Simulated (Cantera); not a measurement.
A Cantera script and its output.

```python
import numpy as np
import cantera as ct

gas = ct.Solution("h2o2.yaml")
gas.TP = 300, 41000
flame = ct.CounterflowDiffusionFlame(gas, width=0.02)
flame.fuel_inlet.X, flame.fuel_inlet.T = {'H2': 1}, 375
flame.oxidizer_inlet.X, flame.oxidizer_inlet.T = {'O2': 0.28, 'N2': 0.72}, 700
flame.set_refine_criteria(ratio=3, slope=0.12, curve=0.24, prune=0.03)
show = ['OH', 'H', 'H2O', 'HO2']

rows = []
print(f"{'mdot':>8s}{'a_max':>10s}{'a_mean':>10s}{'Tmax/K':>9s}" + "".join(f"{s:>11s}" for s in show) + "   (peak mole fractions)")
for i, mdot in enumerate([0.25, 0.36, 0.53, 0.78, 1.1, 1.7, 2.5]):  # kg/m2/s on the oxidiser side
    flame.oxidizer_inlet.mdot, flame.fuel_inlet.mdot = mdot, 0.37 * mdot
    flame.solve(loglevel=0, auto=(i == 0))
    if flame.T.max() < max(375, 700) + 100:
        print(f"{mdot:8.3g}  no burning solution found from the previous one")
        break
    dT = np.abs(np.gradient(flame.T, flame.grid))
    rows.append([flame.strain_rate("max"), flame.strain_rate("mean"), flame.T.max(),
                 *(flame.X[gas.species_index(s)].max() for s in show), max(dT[0], dT[-1]) / dT.max()])
    print(f"{mdot:8.3g}{rows[-1][0]:10.1f}{rows[-1][1]:10.1f}{rows[-1][2]:9.1f}" + "".join(f"{x:11.3e}" for x in rows[-1][3:-1]))
```

Result:

```
    mdot     a_max    a_mean   Tmax/K         OH          H        H2O        HO2   (peak mole fractions)
    0.25     904.8     235.4   2442.2  3.635e-02  4.535e-02  3.064e-01  5.434e-05
    0.36    1264.2     338.9   2356.8  3.503e-02  4.966e-02  3.031e-01  6.300e-05
    0.53    1813.6     499.0   2264.8  3.333e-02  5.479e-02  3.002e-01  7.189e-05
    0.78    2641.5     734.4   2177.0  3.170e-02  6.064e-02  2.967e-01  8.119e-05
     1.1    3692.1    1035.7   2094.8  2.986e-02  6.590e-02  2.936e-01  8.856e-05
     1.7    5623.2    1600.6   1983.6  2.690e-02  7.177e-02  2.904e-01  9.684e-05
     2.5    8260.4    2353.8   1891.8  2.428e-02  7.722e-02  2.864e-01  1.039e-04
```

Model: the H2/O2 subset of GRI-Mech 3.0, which has no nitrogen chemistry, integrated in Cantera. The maximum strain rate includes the flame's own expansion and is several times the mean.
